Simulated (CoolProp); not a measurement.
Vapour pressure (MPa) of fluorine: the reference equation beside estimates from Tc = -128.7 °C, pc = 5.240 MPa, ω = 0.045. Clausius-Clapeyron is anchored at -170.85 °C with a constant enthalpy of vaporisation of 5.908 kJ/mol.

Values from CoolProp's reference Helmholtz-energy equation of state, de Reuck 1990.

```json
[
 {"T (°C)": "-182.35", "reference": "0.1874", "Lee-Kesler": "0.1905", "Clausius-Clapeyron": "0.2127", "van der Waals": "0.5932", "Redlich-Kwong": "0.1725", "Soave-Redlich-Kwong": "0.1896", "Peng-Robinson": "0.1931"},
 {"T (°C)": "-179.45", "reference": "0.2476", "Lee-Kesler": "0.2515", "Clausius-Clapeyron": "0.2710", "van der Waals": "0.7048", "Redlich-Kwong": "0.2332", "Soave-Redlich-Kwong": "0.2505", "Peng-Robinson": "0.2540"},
 {"T (°C)": "-176.65", "reference": "0.3186", "Lee-Kesler": "0.3233", "Clausius-Clapeyron": "0.3377", "van der Waals": "0.8251", "Redlich-Kwong": "0.3056", "Soave-Redlich-Kwong": "0.3224", "Peng-Robinson": "0.3255"},
 {"T (°C)": "-173.75", "reference": "0.4071", "Lee-Kesler": "0.4127", "Clausius-Clapeyron": "0.4186", "van der Waals": "0.9632", "Redlich-Kwong": "0.3967", "Soave-Redlich-Kwong": "0.4122", "Peng-Robinson": "0.4145"},
 {"T (°C)": "-170.85", "reference": "0.5127", "Lee-Kesler": "0.5191", "Clausius-Clapeyron": "0.5127", "van der Waals": "1.116", "Redlich-Kwong": "0.5061", "Soave-Redlich-Kwong": "0.5193", "Peng-Robinson": "0.5205"},
 {"T (°C)": "-167.95", "reference": "0.6370", "Lee-Kesler": "0.6443", "Clausius-Clapeyron": "0.6208", "van der Waals": "1.283", "Redlich-Kwong": "0.6357", "Soave-Redlich-Kwong": "0.6456", "Peng-Robinson": "0.6453"},
 {"T (°C)": "-165.05", "reference": "0.7820", "Lee-Kesler": "0.7901", "Clausius-Clapeyron": "0.7442", "van der Waals": "1.466", "Redlich-Kwong": "0.7872", "Soave-Redlich-Kwong": "0.7932", "Peng-Robinson": "0.7910"},
 {"T (°C)": "-162.15", "reference": "0.9496", "Lee-Kesler": "0.9582", "Clausius-Clapeyron": "0.8836", "van der Waals": "1.665", "Redlich-Kwong": "0.9626", "Soave-Redlich-Kwong": "0.9638", "Peng-Robinson": "0.9595"},
 {"T (°C)": "-159.25", "reference": "1.142", "Lee-Kesler": "1.151", "Clausius-Clapeyron": "1.040", "van der Waals": "1.880", "Redlich-Kwong": "1.164", "Soave-Redlich-Kwong": "1.160", "Peng-Robinson": "1.153"},
 {"T (°C)": "-156.35", "reference": "1.360", "Lee-Kesler": "1.369", "Clausius-Clapeyron": "1.214", "van der Waals": "2.112", "Redlich-Kwong": "1.392", "Soave-Redlich-Kwong": "1.382", "Peng-Robinson": "1.373"}
]
```

Absolute difference from the reference over all 10 rows, mean and median: Lee-Kesler 1.2 and 1.2 %, Clausius-Clapeyron 6.6 and 6.5 %, van der Waals 119.9 and 109.5 %, Redlich-Kwong 2.8 and 2.1 %, Soave-Redlich-Kwong 1.4 and 1.3 %, Peng-Robinson 1.7 and 1.4 %.
